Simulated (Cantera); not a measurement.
A closed system holds: 1 mol SiHCl3, 0.057 mol C2H2, 10 mol H2, equilibrated at 1600 K and 75.0 Torr.

These are equilibrium values from Cantera (NASA tables, ideal gas, pure condensed phases), not measurements of a reactor. Candidate condensed phases: C, C6H6, C7H8, C8H18, Si, SiC; 109 gas species. Mutual solubility and eutectic melting of coexisting phases are not modelled. The tables' values for SiCl3, SiCl are old estimates; treat these amounts as uncertain. Rates play no part.

Base state: H2 0.818, HCl 0.118, SiCl2 0.0589, SiCl3 0.00332, SiCl4 0.000462, SiHCl3 0.000461, H 0.000156, SiH2Cl2 7.70e-5 (mole fractions); condensed: Si(s) + SiC(s).

Question: What changes in the equilibrium state with this change: temperature from 1600 K to 1448 K?

Answer: 
```tsv
species	before	after
H2	0.818	0.825
HCl	0.118	0.114
SiCl2	0.0589	0.0483
SiCl	1.32e-5	1.34e-6
SiCl4	0.000462	0.00345
Si(s), mol	0.125	0.160
SiC(s), mol	0.114	0.114
```
The tables' values for SiCl3 are old estimates; treat these amounts as uncertain.
